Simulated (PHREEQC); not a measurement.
Acid mine or pickling water (model solution)

Synthetic water in mg/L, 85 °C, pH 2.03, pe 9.5:

```
constituent  mg/L
-----------  ----
Na            124
K             239
Ca           40.3
Mg           9.97
Cl            134
S(6) as SO4  1390
Li           1.28
```

Valence states are taken as typed.

Computed with PHREEQC (ion-association model, phreeqc.dat).

Each row changes one thing in this solution. Precipitation was switched off in this run.

```
case                        ionic strength (mol/kgw)  HSO4- (mol/kgw)  SO4-2 (mol/kgw)  Ca+2 (mol/kgw)  Mg+2 (mol/kgw)  SI of Gypsum (CaSO4:2H2O)
--------------------------  ------------------------  ---------------  ---------------  --------------  --------------  -------------------------
as made                                       0.0279          0.00993          0.00388        0.000768        0.000224                      -1.36
S(6) from 1390 to 695 mg/L                       ___              ___          0.00185             ___        0.000282                      -1.57
Li from 1.28 to 3.84 mg/L                        ___          0.00993          0.00388        0.000769        0.000224                      -1.36
```

Task: Fill in the missing entries.

Result: 
- S(6) from 1390 to 695 mg/L, ionic strength (mol/kgw): 0.0216
- S(6) from 1390 to 695 mg/L, HSO4- (mol/kgw): 0.00498
- S(6) from 1390 to 695 mg/L, Ca+2 (mol/kgw): 0.000861
- Li from 1.28 to 3.84 mg/L, ionic strength (mol/kgw): 0.0281

Away from 25 °C the constants follow the database's enthalpies or fits; those with neither stay at their 25 °C values.
